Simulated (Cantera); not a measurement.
Cantera run, input and output.

```python
import numpy as np
import cantera as ct

surf = ct.Interface("diamond.yaml", "diamond_100")
gas, bulk = surf.adjacent["gas"], surf.adjacent["diamond"]
k = surf.kinetics_species_index(bulk.species_names[0])
cover = ["c6HH", "c6H*", "c6*H", "c6**", "c6HM", "c6B"]

rows, drift = [], 0.0
print(f"{'xCH3':>10s}{'um/h':>11s}" + "".join(f"{s:>11s}" for s in cover))
for v in [1e-06, 2.1e-06, 4.4e-06, 9.3e-06, 2e-05, 4.1e-05, 8.7e-05, 0.00018, 0.00039]:
    T, P, xH, xCH3 = 1298, 5900, 0.019, v
    gas.TPX = T, P, {"H": xH, "CH3": xCH3, "CH4": 0.0096, "H2": 1 - xH - xCH3 - 0.0096}
    surf.TP = bulk.TP = T, P
    surf.coverages = "c6H*:0.1, c6HH:0.9"
    surf.advance_coverages(100.0)
    before = surf.coverages
    surf.advance_coverages(100.0)
    drift = max(drift, np.max(np.abs(surf.coverages - before) / (surf.coverages + 1e-9)))
    rate = surf.net_production_rates[k] * bulk.mean_molecular_weight / bulk.density * 3.6e9
    rows.append([rate, *surf[cover].coverages])
    print(f"{v:10.4g}{rate:11.4e}" + "".join(f"{x:11.3e}" for x in rows[-1][1:]))
```

It prints:

```
      xCH3       um/h       c6HH       c6H*       c6*H       c6**       c6HM        c6B
     1e-06 2.6292e-02  3.787e-01  4.929e-02  5.257e-01  4.624e-02  2.393e-06  7.135e-11
   2.1e-06 5.5213e-02  3.787e-01  4.929e-02  5.257e-01  4.624e-02  5.025e-06  1.498e-10
   4.4e-06 1.1568e-01  3.787e-01  4.929e-02  5.257e-01  4.624e-02  1.053e-05  3.139e-10
   9.3e-06 2.4449e-01  3.787e-01  4.929e-02  5.257e-01  4.624e-02  2.225e-05  6.635e-10
     2e-05 5.2572e-01  3.787e-01  4.928e-02  5.257e-01  4.623e-02  4.784e-05  1.427e-09
   4.1e-05 1.0774e+00  3.787e-01  4.928e-02  5.256e-01  4.621e-02  9.806e-05  2.924e-09
   8.7e-05 2.2849e+00  3.786e-01  4.927e-02  5.255e-01  4.617e-02  2.080e-04  6.200e-09
   0.00018 4.7219e+00  3.785e-01  4.924e-02  5.253e-01  4.610e-02  4.299e-04  1.281e-08
   0.00039 1.0204e+01  3.782e-01  4.919e-02  5.247e-01  4.593e-02  9.294e-04  2.769e-08
```

Cantera simulation using the Harris–Goodwin 1993 mechanism for the reconstructed diamond (100) surface; the numbers are that mechanism's predictions, not measurements.
